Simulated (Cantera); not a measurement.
A Cantera script and its output.

```python
import numpy as np
import cantera as ct

gas = ct.Solution("gri30.yaml")
gas.TPX = 400, 101325, {'C2H4': 1, 'O2': 2.5, 'N2': 9.4, 'H2O': 0.5}
flame = ct.FreeFlame(gas, width=0.04)
flame.set_refine_criteria(ratio=3, slope=0.08, curve=0.16)
flame.transport_model = "mixture-averaged"
flame.solve(loglevel=0, auto=True)
z, T = flame.grid, flame.T
thick = (T[-1] - T[0]) / np.gradient(T, z).max()
show = ['C2H4', 'O2', 'H2O', 'HCO', 'CH2', 'C2H2']
print(f"laminar burning velocity  {flame.velocity[0] * 100:.3f} cm/s")
print(f"burnt temperature         {T[-1]:.1f} K")
print(f"thermal thickness         {thick * 1e3:.4f} mm")
print(f"grid points               {len(z)}")
z0 = z[flame.heat_release_rate.argmax()]
print(f"{'z/mm':>9s}{'T/K':>9s}{'u/(m/s)':>9s}" + "".join(f"{s:>11s}" for s in show))
rows = []
for k in (-3, -2, -1.5, -1, -0.5, -0.25, 0, 0.25, 0.5, 1, 2, 4, 8):
    zz = z0 + k * thick
    rows.append([k * thick, np.interp(zz, z, T), np.interp(zz, z, flame.velocity),
                 *(np.interp(zz, z, flame.X[gas.species_index(s)]) for s in show)])
    print(f"{rows[-1][0] * 1e3:9.3f}{rows[-1][1]:9.1f}{rows[-1][2]:9.3f}" + "".join(f"{x:11.3e}" for x in rows[-1][3:]))
```

Output:

```
laminar burning velocity  130.772 cm/s
burnt temperature         2349.8 K
thermal thickness         0.2381 mm
grid points               150
     z/mm      T/K  u/(m/s)       C2H4         O2        H2O        HCO        CH2       C2H2
   -0.714    400.0    1.308  7.459e-02  1.865e-01  3.730e-02  4.709e-14  1.206e-18  6.450e-09
   -0.476    400.2    1.310  7.453e-02  1.863e-01  3.729e-02  1.295e-12  1.427e-16  6.135e-08
   -0.357    401.8    1.317  7.439e-02  1.859e-01  3.737e-02  3.295e-11  2.287e-14  6.569e-07
   -0.238    417.2    1.374  7.383e-02  1.842e-01  3.855e-02  1.211e-09  4.929e-12  9.393e-06
   -0.119    710.9    2.386  6.351e-02  1.614e-01  5.840e-02  2.561e-06  4.234e-07  4.011e-04
   -0.060   1165.3    3.994  4.073e-02  1.214e-01  8.750e-02  6.129e-05  1.384e-05  1.659e-03
    0.000   1592.8    5.571  1.444e-02  7.589e-02  1.164e-01  1.362e-04  7.008e-05  3.658e-03
    0.060   1854.1    6.548  2.206e-03  4.331e-02  1.343e-01  8.121e-05  1.000e-04  2.529e-03
    0.119   1961.7    6.930  1.495e-04  2.589e-02  1.418e-01  2.403e-05  3.470e-05  5.262e-04
    0.238   2016.8    7.081  2.355e-07  1.421e-02  1.429e-01  5.680e-07  4.308e-07  4.458e-06
    0.476   2064.4    7.197  3.072e-12  9.886e-03  1.406e-01  1.904e-07  7.757e-11  6.378e-10
    0.952   2120.1    7.357  1.450e-17  7.891e-03  1.427e-01  1.470e-07  8.660e-15  2.296e-14
    1.905   2185.7    7.551  4.719e-23  5.961e-03  1.473e-01  1.036e-07  4.430e-15  6.748e-19
```

Model: GRI-Mech 3.0 (53 species, 325 reactions), integrated in Cantera. GRI-Mech 3.0 was tuned for natural gas; its chemistry of ethylene as a main component is partial and can be far from experiment. Burning velocities carry a grid error of a few per cent, more on coarse grids.
